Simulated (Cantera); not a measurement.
What does this Cantera script print?

```python
import numpy as np
import cantera as ct

gas_names = """
    CL CLO CL2 H HCL HNO HNO2 HNO3 HOCL HO2 H2 H2O H2O2 N NH NH2 NH3 NH2OH NO NO2 NO3 N2 N2H2 N2H4 N2O O
    OH O2 O3 Si SiCL SiCL2 SiCL3 SiCL4 SiH SiHCL3 SiH2 SiH2CL2 SiH3 SiH3CL SiH4 SiN SiO SiO2 Si2 Si2N
    Si3
""".split()
cond_names = """
    H2O(s) H2O(L) NH4CL(a) NH4CL(b) Si(cr) Si(L) SiO2(Lqz) SiO2(hqz) SiO2(L) Si2N2O(s) Si3N4(a)
""".split()


def load(file, names, dense=False):
    # The tables refer to 1 bar. Condensed volumes are neglected.
    table = {s.name: s for s in ct.Species.list_from_file(file)}
    out = []
    for n in names:
        d = dict(table[n].input_data)
        d["thermo"] = dict(d["thermo"], **{"reference-pressure": 1e5})
        if dense:
            d["equation-of-state"] = {"model": "constant-volume", "density": "1e6 g/cm^3"}
        out.append(ct.Species.from_dict(d))
    return out


gas = ct.Solution(thermo="ideal-gas", species=load("nasa_gas.yaml", gas_names))
cond = {s.name: ct.Solution(thermo="fixed-stoichiometry", species=[s], name=s.name)
        for s in load("nasa_condensed.yaml", cond_names, dense=True)}
atoms = {
    'SiH2Cl2': {'Si': 1, 'H': 2, 'CL': 2},
    'O2': {'O': 2},
    'N2': {'N': 2},
    'NO': {'N': 1, 'O': 1},
}
top_T = {'Si2N2O(s)': 2100, 'Si3N4(a)': 2400}  # K; cautious upper limits of use, not melting points


def equilibrate(T, P, feed):
    n = {}
    for name, mol in feed.items():
        for a, k in atoms[name].items():
            n[a] = n.get(a, 0.0) + k * mol
    gas.TPX = T, P, n
    mass = sum(n.values()) * gas.mean_molecular_weight
    gas.equilibrate("TP")
    valid = [c for c in cond.values() if c.min_temp <= T <= top_T.get(c.name, c.max_temp)]
    mix = ct.Mixture([(gas, mass / gas.mean_molecular_weight)] + [(c, 0.0) for c in valid])
    mix.T, mix.P = T, P
    mix.equilibrate("TP", solver="vcs", rtol=1e-11, max_steps=5000)
    return mix


results = []
feed = {'SiH2Cl2': 1, 'O2': 1.2, 'N2': 9.7, 'NO': 2.3}  # mol
P = 9700  # Pa
for T in [850, 925, 1000, 1075, 1150, 1225, 1300, 1375, 1450, 1525, 1600, 1675]:
    mix = equilibrate(T, P, feed)
    results.append((T, P, feed, dict(zip(mix.species_names, mix.species_moles))))

top = {s: max(r[3][s] / sum(r[3][g] for g in gas_names) for r in results) for s in gas_names}
cols = sorted((s for s in top if top[s] > 1e-06), key=lambda s: -top[s])[:8]
seen = [c for c in cond_names if any(r[3].get(c, 0) > 1e-12 for r in results)]
print("log10 of partial pressures in bar; condensed amounts in mol")
print(f"{'T/K':>10s}" + "".join(f"{s[:9]:>10s}" for s in cols + seen))
for T, P, feed, n in results:
    ng = sum(n[g] for g in gas_names)
    print(f"{T:10.4g}" + "".join(f"{np.log10(max(n[s] / ng * P / 1e5, 1e-99)):10.3f}" for s in cols)
          + "".join(f"{n.get(c, 0):10.4g}" for c in seen))
```

It prints:

```
log10 of partial pressures in bar; condensed amounts in mol
       T/K        N2       HCL        O2       H2O       CL2        CL        NO        OH SiO2(hqz)
       850    -1.124    -2.076    -2.098    -2.564    -2.564    -5.836    -6.567    -9.573         1
       925    -1.125    -2.026    -2.085    -2.657    -2.658    -5.266    -6.106    -8.808         1
      1000    -1.126    -1.992    -2.075    -2.745    -2.747    -4.784    -5.715    -8.161         1
      1075    -1.127    -1.968    -2.069    -2.825    -2.831    -4.373    -5.379    -7.607         1
      1150    -1.127    -1.951    -2.064    -2.895    -2.912    -4.018    -5.087    -7.126         1
      1225    -1.128    -1.939    -2.060    -2.954    -2.994    -3.711    -4.831    -6.702         1
      1300    -1.129    -1.932    -2.059    -2.997    -3.082    -3.447    -4.606    -6.323         1
      1375    -1.129    -1.929    -2.058    -3.020    -3.184    -3.223    -4.405    -5.977         1
      1450    -1.130    -1.930    -2.060    -3.020    -3.304    -3.037    -4.227    -5.657         1
      1525    -1.131    -1.935    -2.063    -2.996    -3.446    -2.884    -4.066    -5.358         1
      1600    -1.132    -1.944    -2.067    -2.954    -3.604    -2.761    -3.922    -5.076         1
      1675    -1.133    -1.956    -2.073    -2.901    -3.772    -2.660    -3.792    -4.813         1
```

Equilibrium computed with Cantera from the NASA thermochemical tables; the gas is ideal and each condensed phase is pure. The tables hold silica as quartz up to 1696 K and as liquid above; real silica turns to tridymite and cristobalite and melts near 1996 K.
